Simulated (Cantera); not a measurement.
A perfectly stirred reactor is fed with H₂ : O₂ = 0.09 : 1 (molar parts), at 0.0267 bar; it is held at 1273 K, and followed from long to short residence time.

Detailed kinetics in Cantera: GRI-Mech 3.0 (53 species, 325 reactions). Radical loss at walls, strong at low pressure, is not modelled. The temperature is held fixed by assumption; the heat of reaction is taken as removed at once.

```csv
quantity,before,after
x(H₂) at τ = 1.30 s,0.000127,2.32e-5
x(O₂) at τ = 1.30 s,0.912,0.988
x(H₂O) at τ = 1.30 s,0.0853,0.0102
x(HO₂) at τ = 1.30 s,2.02e-6,4.56e-7
x(OH) at τ = 1.30 s,0.00119,0.000359
x(H₂) at τ = 74.0 ms,0.000723,0.000123
x(O₂) at τ = 74.0 ms,0.904,0.985
x(H₂O) at τ = 74.0 ms,0.0827,0.00978
x(HO₂) at τ = 74.0 ms,5.34e-6,1.09e-6
x(OH) at τ = 74.0 ms,0.00300,0.000802
```

Task: What was changed between the two runs?
A. temperature 1273 to 1150 K
B. O2 1 to 8.6 parts
C. pressure from 0.0267 bar to 0.00490 bar
D. temperature 1273 to 1100 K

Result: B, O2 1 to 8.6 parts
